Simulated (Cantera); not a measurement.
Carbon deposition, reforming and gasification: CH4 + H2

Feed: 1 mol CH4, 2.9 mol H2, equilibrated at 48.0 mbar.

Cantera equilibrium calculation (NASA polynomials, part measured and part estimated; ideal gas, pure solids and liquids). Candidate condensed phases: C, C6H6, C7H8, C8H18; 76 gas species. Kinetics and transport are ignored.

```json
[
 {"T (K)": "1475", "x H2": "1.000", "x H": "5.92e-5", "x C2H2 (acetylene)": "6.67e-6", "x C2H": "<1e-12", "n C(graphite)": "0.999"},
 {"T (K)": "1575", "x H2": "1.000", "x H": "0.000190", "x C2H2 (acetylene)": "2.11e-5", "x C2H": "1.17e-11", "n C(graphite)": "0.999"},
 {"T (K)": "1675", "x H2": "0.999", "x H": "0.000530", "x C2H2 (acetylene)": "5.80e-5", "x C2H": "1.52e-10", "n C(graphite)": "0.999"},
 {"T (K)": "1775", "x H2": "0.998", "x H": "0.00132", "x C2H2 (acetylene)": "0.000142", "x C2H": "1.48e-9", "n C(graphite)": "0.998"},
 {"T (K)": "1875", "x H2": "0.997", "x H": "0.00299", "x C2H2 (acetylene)": "0.000316", "x C2H": "1.12e-8", "n C(graphite)": "0.997"},
 {"T (K)": "1975", "x H2": "0.993", "x H": "0.00622", "x C2H2 (acetylene)": "0.000645", "x C2H": "6.94e-8", "n C(graphite)": "0.994"},
 {"T (K)": "2075", "x H2": "0.987", "x H": "0.0121", "x C2H2 (acetylene)": "0.00122", "x C2H": "3.59e-7", "n C(graphite)": "0.988"},
 {"T (K)": "2175", "x H2": "0.976", "x H": "0.0220", "x C2H2 (acetylene)": "0.00218", "x C2H": "1.59e-6", "n C(graphite)": "0.978"},
 {"T (K)": "2275", "x H2": "0.958", "x H": "0.0379", "x C2H2 (acetylene)": "0.00365", "x C2H": "6.12e-6", "n C(graphite)": "0.963"},
 {"T (K)": "2375", "x H2": "0.932", "x H": "0.0621", "x C2H2 (acetylene)": "0.00579", "x C2H": "2.09e-5", "n C(graphite)": "0.941"},
 {"T (K)": "2475", "x H2": "0.894", "x H": "0.0971", "x C2H2 (acetylene)": "0.00870", "x C2H": "6.43e-5", "n C(graphite)": "0.909"},
 {"T (K)": "2575", "x H2": "0.842", "x H": "0.145", "x C2H2 (acetylene)": "0.0124", "x C2H": "0.000179", "n C(graphite)": "0.865"},
 {"T (K)": "2675", "x H2": "0.775", "x H": "0.208", "x C2H2 (acetylene)": "0.0167", "x C2H": "0.000453", "n C(graphite)": "0.806"},
 {"T (K)": "2775", "x H2": "0.692", "x H": "0.284", "x C2H2 (acetylene)": "0.0212", "x C2H": "0.00106", "n C(graphite)": "0.728"}
]
```
x: gas mole fraction; n: condensed amount in mol.

From 1475 K to 2775 K the condensed part is C(graphite). The main C-bearing gas is CH4 at 1475 K and C2H2 (acetylene) at 2775 K.
